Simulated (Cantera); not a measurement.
An adiabatic, constant-pressure homogeneous reactor starts with 4.79 % C3H8, 20.0 % O2, 75.2 % N2, at 1223 K and 0.560 bar.

Detailed kinetics in Cantera: GRI-Mech 3.0 (53 species, 325 reactions). GRI-Mech 3.0 was tuned for natural gas; its chemistry of propane as a main component is partial and can be far from experiment.

One state of this run: T (K) = 2644; x C3H8 = <1e-12; x O2 = 0.00714; x CO2 = 0.0584; x H2O2 = 8.12e-8; x CH4 = <1e-12. x: mole fraction; the columns are a selection and need not sum to one.

Problem. Which value of t (s) does it belong to?
A) 0.000304
B) 2.00e-6
C) 7.00
D) 0.00226

Solution. C, 7.00
